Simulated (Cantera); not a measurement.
Cantera run, input and output.

```python
import numpy as np
import cantera as ct

surf = ct.Interface("diamond.yaml", "diamond_100")
gas, bulk = surf.adjacent["gas"], surf.adjacent["diamond"]
k = surf.kinetics_species_index(bulk.species_names[0])
cover = ["c6HH", "c6H*", "c6*H", "c6**", "c6HM", "c6B"]

rows, drift = [], 0.0
print(f"{'xH':>10s}{'um/h':>11s}" + "".join(f"{s:>11s}" for s in cover))
for v in [0.0001, 0.0002, 0.00038, 0.00075, 0.0015, 0.0029, 0.0056, 0.011, 0.022]:
    T, P, xH, xCH3 = 1275, 1900, v, 0.00016
    gas.TPX = T, P, {"H": xH, "CH3": xCH3, "CH4": 0.014, "H2": 1 - xH - xCH3 - 0.014}
    surf.TP = bulk.TP = T, P
    surf.coverages = "c6H*:0.1, c6HH:0.9"
    surf.advance_coverages(100.0)
    before = surf.coverages
    surf.advance_coverages(100.0)
    drift = max(drift, np.max(np.abs(surf.coverages - before) / (surf.coverages + 1e-9)))
    rate = surf.net_production_rates[k] * bulk.mean_molecular_weight / bulk.density * 3.6e9
    rows.append([rate, *surf[cover].coverages])
    print(f"{v:10.4g}{rate:11.4e}" + "".join(f"{x:11.3e}" for x in rows[-1][1:]))
```

Result:

```
        xH       um/h       c6HH       c6H*       c6*H       c6**       c6HM        c6B
    0.0001 1.3513e-02  6.475e-01  2.856e-02  3.185e-01  4.367e-03  9.473e-05  3.667e-11
    0.0002 4.3839e-02  5.546e-01  3.576e-02  3.987e-01  9.304e-03  1.254e-04  1.190e-10
   0.00038 1.0003e-01  4.904e-01  4.048e-02  4.513e-01  1.588e-02  1.544e-04  2.714e-10
   0.00075 1.8626e-01  4.459e-01  4.349e-02  4.849e-01  2.378e-02  1.842e-04  5.054e-10
    0.0015 2.8615e-01  4.193e-01  4.512e-02  5.030e-01  3.104e-02  2.096e-04  7.765e-10
    0.0029 3.8390e-01  4.052e-01  4.590e-02  5.116e-01  3.611e-02  2.254e-04  1.042e-09
    0.0056 4.9563e-01  3.976e-01  4.629e-02  5.159e-01  3.936e-02  2.323e-04  1.345e-09
     0.011 6.5636e-01  3.934e-01  4.652e-02  5.181e-01  4.130e-02  2.298e-04  1.781e-09
     0.022 9.1850e-01  3.912e-01  4.666e-02  5.192e-01  4.239e-02  2.164e-04  2.492e-09
```

Detailed kinetics in Cantera: the Harris–Goodwin 1993 mechanism for the reconstructed diamond (100) surface.
